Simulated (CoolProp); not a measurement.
Vapour-liquid equilibrium of cyclohexane (1) + m-xylene (2) at 301.4 K; x and y are mole fractions of (1).

Values from CoolProp's multi-fluid Helmholtz-energy mixture model, Zhou 2014 and Zhou 2012; pair parameters Bell 2016.

| x | bubble pressure, mixture model (kPa) | bubble pressure, Raoult's law (kPa) | y, mixture model | y, Raoult's law |
|---|---|---|---|---|
| 0.05 | 2.336 | 2.030 | 0.452 | 0.371 |
| 0.125 | 3.736 | 3.058 | 0.683 | 0.615 |
| 0.2 | 5.028 | 4.085 | 0.783 | 0.737 |
| 0.275 | 6.215 | 5.113 | 0.839 | 0.809 |
| 0.35 | 7.306 | 6.140 | 0.875 | 0.858 |
| 0.425 | 8.313 | 7.168 | 0.900 | 0.892 |
| 0.5 | 9.250 | 8.195 | 0.919 | 0.918 |
| 0.575 | 10.14 | 9.223 | 0.935 | 0.938 |
| 0.65 | 10.99 | 10.25 | 0.948 | 0.954 |
| 0.725 | 11.82 | 11.28 | 0.960 | 0.967 |
| 0.8 | 12.66 | 12.31 | 0.971 | 0.978 |
| 0.875 | 13.52 | 13.33 | 0.982 | 0.987 |
| 0.95 | 14.41 | 14.36 | 0.993 | 0.995 |

The largest gap from Raoult's law is +23.1 % in bubble pressure, at x = 0.2. No azeotrope shows between x = 0.05 and 0.95.

The pair parameters rest on a limited set of measurements; away from them the model extrapolates.
